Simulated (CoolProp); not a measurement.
Octamethylcyclotetrasiloxane (D4) along the isotherm 620 K: Z from the reference equation and from simpler models built on Tc = 586.5 K, pc = 1.347 MPa, ω = 0.598; each cubic takes its own stable root.

Computed with CoolProp (reference Helmholtz-energy equation of state, Thol 2015).

```csv
p (MPa),phase,reference
0.0748,gas,0.9841
0.15,gas,0.9678
0.225,gas,0.9512
0.299,gas,0.9344
0.374,gas,0.9171
0.449,gas,0.8994
0.524,gas,0.8813
0.599,gas,0.8628
0.674,gas,0.8438
```

Task: How far does each simpler model (Pitzer virial, van der Waals, Redlich-Kwong, Soave-Redlich-Kwong, Peng-Robinson) lie from the reference over these 9 states: mean and median of the absolute difference, and the worst?

Result: 
- Pitzer virial: mean 0.6 %, median 0.4 %, worst +1.6 % at 620 K and 0.674 MPa
- van der Waals: mean 0.7 %, median 0.7 %, worst +1.1 % at 620 K and 0.674 MPa
- Redlich-Kwong: mean 0.2 %, median 0.2 %, worst -0.4 % at 620 K and 0.674 MPa
- Soave-Redlich-Kwong: mean 0.5 %, median 0.5 %, worst +1.0 % at 620 K and 0.674 MPa
- Peng-Robinson: mean 0.6 %, median 0.6 %, worst -1.0 % at 620 K and 0.674 MPa
